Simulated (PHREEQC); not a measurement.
FeCl3 is added in steps, without added water, to 1 kg of water holding 0.0077 mol K2CO3, 0.00094 mol KNO3 and 0.0026 mol CO2, at 25 °C. Oxygen is held at 0.21 atm. CO2 from the air is kept out. Only these solids could form: Fe(OH)3(a).

Base run: PHREEQC, ion-association model, wateq4f.dat. Each further column changes one thing. The table gives pH.

```
FeCl3 added (mol)   base  Davies equation for every ion  database phreeqc.dat  Debye-Hückel limiting law  all activity coefficients set to 1
-----------------  -----  -----------------------------  --------------------  -------------------------  ----------------------------------
0                  10.12                          10.11                 10.12                      10.07                               10.29
0.0049              5.17                           5.16                  5.17                       5.16                                5.22
0.01225             2.79                              ?                  2.79                       2.93                                2.58
0.0196              2.74                           2.78                  2.74                       2.82                                2.48
0.0245              2.54                           2.64                  2.54                       2.64                                2.45
0.0294              2.42                           2.52                  2.43                       2.52                                2.43
0.03675             2.31                           2.41                  2.31                       2.41                                2.41
0.0441              2.23                           2.33                  2.23                       2.33                                2.39
0.049               2.19                              ?                  2.19                          ?                                2.38
```

Q: Fill in the missing entries.

A: 
- 0.01225, Davies equation for every ion: 2.81
- 0.049, Davies equation for every ion: 2.29
- 0.049, Debye-Hückel limiting law: 2.28

 phreeqc.dat and wateq4f.dat share most of their constants, so their agreement is no independent check. Solids allowed in the column 'database phreeqc.dat': Fe(OH)3(a), Sylvite.
